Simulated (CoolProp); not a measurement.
Saturation properties of tetrahydrofuran (Tc = 540.2 K, pc = 5304 kPa, ω = 0.234).

Values from CoolProp's reference Helmholtz-energy equation of state, Fiedler 2023.

```csv
T (K),p (kPa),liquid density (kg/m³),vapour density (kg/m³),liquid cp (kJ/(kg K))
329,72.24,847.4,(withheld),1.843
341.2,108.5,833.3,2.842,1.893
353.4,157.7,818.9,4.028,(withheld)
365.5,222.2,804.3,5.552,1.998
377.7,306.1,(withheld),(withheld),2.054
389.9,412.2,(withheld),9.957,2.111
402.1,544.1,757.7,12.99,2.171
414.3,705.5,741.1,16.72,2.235
426.5,900.2,723.7,21.27,2.302
438.6,1130,705.6,26.75,2.375
450.8,1404,686.4,33.47,2.457
463,1724,665.7,41.68,2.553
475.2,2096,643.3,51.80,2.669
```

Question: Some entries are withheld; supply them.

Answer: 
- 329, vapour density (kg/m³): 1.947
- 353.4, liquid cp (kJ/(kg K)): 1.945
- 377.7, liquid density (kg/m³): 789.2
- 377.7, vapour density (kg/m³): 7.507
- 389.9, liquid density (kg/m³): 773.7

It boils at 339.1 K under 1 atm.
